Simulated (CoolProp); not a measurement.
A simple Rankine cycle with benzene: condensing at 300.15 K, boiler at 2.12 MPa, turbine inlet 619 K, turbine efficiency 0.65, pump efficiency 0.7, no recuperator. Each further row changes one setting.

Model: reference Helmholtz-energy equation of state, Thol 2012, in CoolProp.

```csv
case,thermal efficiency (%),net work (kJ/kg),heat in (kJ/kg),turbine exit temperature (K),volume ratio over the turbine
as stated,19.2,177,923,513.8,142
condensing temperature 292.15 K,20.2,189,936,507.3,205
boiler pressure 1.48 MPa,18.1,169,932,523.4,97.4
turbine efficiency 0.55,16.2,149,923,528.8,147
```
